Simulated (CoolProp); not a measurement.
Vapour-liquid equilibrium of cyclohexane (1) + ethylbenzene (2) at 959 kPa; x and y are mole fractions of (1).

Values from CoolProp's multi-fluid Helmholtz-energy mixture model, Zhou 2014 and Zhou 2012; pair parameters Bell 2016.

| x | bubble temperature, mixture model (K) | bubble temperature, Raoult's law (K) | y, mixture model | y, Raoult's law |
|---|---|---|---|---|
| 0.05 | 513.7 | 513.7 | 0.110 | 0.127 |
| 0.15 | 503.6 | 504.0 | 0.299 | 0.334 |
| 0.25 | 494.6 | 495.5 | 0.452 | 0.492 |
| 0.35 | 486.7 | 487.8 | 0.574 | 0.615 |
| 0.45 | 479.7 | 480.9 | 0.672 | 0.713 |
| 0.55 | 473.6 | 474.7 | 0.751 | 0.791 |
| 0.65 | 468.1 | 469.1 | 0.818 | 0.854 |
| 0.75 | 463.3 | 463.9 | 0.876 | 0.906 |
| 0.85 | 458.8 | 459.1 | 0.928 | 0.949 |
| 0.95 | 454.7 | 454.8 | 0.976 | 0.984 |

The largest gap from Raoult's law is -1.2 K in bubble temperature, at x = 0.45. No azeotrope shows between x = 0.05 and 0.95.

Pair parameters are fitted to limited data, so mixtures are less certain than the pure fluids.
